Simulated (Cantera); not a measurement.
An isothermal plug-flow reactor at 950 K and 4.20 bar (inlet), inlet velocity 0.34 m/s, active area per volume 4500 1/m; feed CH₄ : O₂ : N₂ = 0.0043 : 0.092 : 0.79 (molar parts).

Computed with Cantera and Deutschmann's 1995 Pt surface mechanism with GRI-Mech 3.0 gas chemistry. Catalytic surfaces can have several steady states; this one follows from the mechanism file's or the stated starting coverage. Mass transfer to the wall is taken as infinitely fast.

Predict: x(CH₄) at z = 0.036 m; x(O₂) at z = 0.036 m; x(H₂O) at z = 0.036 m; x(CO₂) at z = 0.036 m; x(CO) at z = 0.036 m; θ(free Pt) at the exit; θ(O*) at the exit; θ(OH*) at the exit.


- x(CH₄) at z = 0.036 m: 1.28e-5
- x(O₂) at z = 0.036 m: 0.0942
- x(H₂O) at z = 0.036 m: 0.00965
- x(CO₂) at z = 0.036 m: 0.00482
- x(CO) at z = 0.036 m: 1.24e-8
- θ(free Pt) at the exit: 0.0946
- θ(O*) at the exit: 0.902
- θ(OH*) at the exit: 0.00318
